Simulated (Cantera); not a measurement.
Adiabatic ignition

An adiabatic, constant-pressure homogeneous reactor starts with 2.85 % C₃H₈, 19.5 % O₂, 73.6 % N₂, 3.99 % H₂O, equivalence ratio 0.73, at 1650 K and 4.93 atm.

Model: GRI-Mech 3.0 (53 species, 325 reactions), integrated in Cantera. GRI-Mech 3.0 was tuned for natural gas; its chemistry of propane as a main component is partial and can be far from experiment.

```json
[
 {"t (s)": "1.00e-6", "T (K)": "1640", "x C₃H₈": "0.0265", "x O₂": "0.194", "x H₂O": "0.0402", "x H₂O₂": "6.64e-6", "x CO₂": "4.91e-6", "x C₂H₂": "1.22e-6", "x NO": "9.98e-12"},
 {"t (s)": "2.47e-6", "T (K)": "1637", "x C₃H₈": "0.0220", "x O₂": "0.192", "x H₂O": "0.0419", "x H₂O₂": "1.00e-5", "x CO₂": "5.40e-5", "x C₂H₂": "2.18e-5", "x NO": "1.30e-10"},
 {"t (s)": "6.12e-6", "T (K)": "1699", "x C₃H₈": "0.00702", "x O₂": "0.174", "x H₂O": "0.0536", "x H₂O₂": "4.27e-5", "x CO₂": "0.000483", "x C₂H₂": "0.000505", "x NO": "3.47e-9"},
 {"t (s)": "1.52e-5", "T (K)": "2557", "x C₃H₈": "<1e-12", "x O₂": "0.0597", "x H₂O": "0.120", "x H₂O₂": "5.78e-7", "x CO₂": "0.0509", "x C₂H₂": "<1e-12", "x NO": "0.000104"},
 {"t (s)": "3.75e-5", "T (K)": "2758", "x C₃H₈": "<1e-12", "x O₂": "0.0552", "x H₂O": "0.131", "x H₂O₂": "7.75e-7", "x CO₂": "0.0633", "x C₂H₂": "<1e-12", "x NO": "0.000590"},
 {"t (s)": "9.28e-5", "T (K)": "2773", "x C₃H₈": "<1e-12", "x O₂": "0.0541", "x H₂O": "0.132", "x H₂O₂": "8.23e-7", "x CO₂": "0.0646", "x C₂H₂": "<1e-12", "x NO": "0.00178"},
 {"t (s)": "0.000230", "T (K)": "2770", "x C₃H₈": "<1e-12", "x O₂": "0.0529", "x H₂O": "0.132", "x H₂O₂": "8.10e-7", "x CO₂": "0.0647", "x C₂H₂": "<1e-12", "x NO": "0.00441"},
 {"t (s)": "0.000569", "T (K)": "2764", "x C₃H₈": "<1e-12", "x O₂": "0.0507", "x H₂O": "0.133", "x H₂O₂": "7.86e-7", "x CO₂": "0.0648", "x C₂H₂": "<1e-12", "x NO": "0.00915"},
 {"t (s)": "0.00141", "T (K)": "2757", "x C₃H₈": "<1e-12", "x O₂": "0.0485", "x H₂O": "0.133", "x H₂O₂": "7.62e-7", "x CO₂": "0.0649", "x C₂H₂": "<1e-12", "x NO": "0.0140"},
 {"t (s)": "0.00348", "T (K)": "2755", "x C₃H₈": "<1e-12", "x O₂": "0.0478", "x H₂O": "0.133", "x H₂O₂": "7.54e-7", "x CO₂": "0.0649", "x C₂H₂": "<1e-12", "x NO": "0.0155"},
 {"t (s)": "0.00862", "T (K)": "2755", "x C₃H₈": "<1e-12", "x O₂": "0.0478", "x H₂O": "0.133", "x H₂O₂": "7.54e-7", "x CO₂": "0.0649", "x C₂H₂": "<1e-12", "x NO": "0.0155"},
 {"t (s)": "0.0213", "T (K)": "2755", "x C₃H₈": "<1e-12", "x O₂": "0.0478", "x H₂O": "0.133", "x H₂O₂": "7.54e-7", "x CO₂": "0.0649", "x C₂H₂": "<1e-12", "x NO": "0.0155"},
 {"t (s)": "0.0528", "T (K)": "2755", "x C₃H₈": "<1e-12", "x O₂": "0.0478", "x H₂O": "0.133", "x H₂O₂": "7.54e-7", "x CO₂": "0.0649", "x C₂H₂": "<1e-12", "x NO": "0.0155"},
 {"t (s)": "0.131", "T (K)": "2755", "x C₃H₈": "<1e-12", "x O₂": "0.0478", "x H₂O": "0.133", "x H₂O₂": "7.54e-7", "x CO₂": "0.0649", "x C₂H₂": "<1e-12", "x NO": "0.0155"},
 {"t (s)": "0.323", "T (K)": "2755", "x C₃H₈": "<1e-12", "x O₂": "0.0478", "x H₂O": "0.133", "x H₂O₂": "7.54e-7", "x CO₂": "0.0649", "x C₂H₂": "<1e-12", "x NO": "0.0155"},
 {"t (s)": "0.800", "T (K)": "2755", "x C₃H₈": "<1e-12", "x O₂": "0.0478", "x H₂O": "0.133", "x H₂O₂": "7.54e-7", "x CO₂": "0.0649", "x C₂H₂": "<1e-12", "x NO": "0.0155"}
]
```
x: mole fraction; the columns are a selection and need not sum to one.

```yaml
time_of_steepest_temperature_rise: 8.57 µs
temperature at 0.800 s: 2755 K
equilibrium_temperature: 2755 K
x(C₃H₈) at 0.800 s: <1e-12 (gas-phase equilibrium <1e-12)
x(O₂) at 0.800 s: 0.0478 (gas-phase equilibrium 0.0478)
x(H₂O) at 0.800 s: 0.133 (gas-phase equilibrium 0.133)
```
